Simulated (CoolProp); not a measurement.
Properties of R410A at several states (Tc = 344.5 K, pc = 4901 kPa, ω = 0.296).

Values from CoolProp's reference Helmholtz-energy equation of state, Lemmon 2003. It is a pseudo-pure fit of the blend.

```csv
T (K),p (kPa),phase,cp (kJ/(kg K)),cv (kJ/(kg K)),speed of sound (m/s),isothermal compressibility (1/MPa),expansivity (1/kK),conductivity (mW/(m K))
422.6,12000,supercritical,___,___,___,0.1101,9.897,38.9
226.6,372,liquid,1.374,0.8553,799.5,___,2.399,131
439.9,39.3,gas,1.019,0.9032,238.1,25.48,2.284,23.8
439.1,320,gas,1.026,0.9053,236.4,3.157,2.366,23.9
```

**Question.** Some entries are withheld; supply them.

**Answer.** 
- 422.6, cp (kJ/(kg K)): 1.922
- 422.6, cv (kJ/(kg K)): 1.023
- 422.6, speed of sound (m/s): 202.1
- 226.6, isothermal compressibility (1/MPa): 0.001883

Thermal conductivity comes from a separate model (Geller 2001).
